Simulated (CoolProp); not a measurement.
Vapour-liquid equilibrium of toluene (1) + m-xylene (2) at 358 kPa; x and y are mole fractions of (1).

The numbers come from the multi-fluid Helmholtz-energy mixture model, Lemmon 2006 and Zhou 2012; pair parameters Bell 2016 in CoolProp.

Problem. Give the bubble temperature and the first vapour's composition at x = 0.05, 0.35, 0.5. Is there an azeotrope?

Solution. x = 0.05: 464.3 K, y = 0.086; x = 0.35: 452.5 K, y = 0.499; x = 0.5: 447.5 K, y = 0.648. No azeotrope shows between x = 0.05 and 0.95.

Pair parameters are fitted to limited data, so mixtures are less certain than the pure fluids.
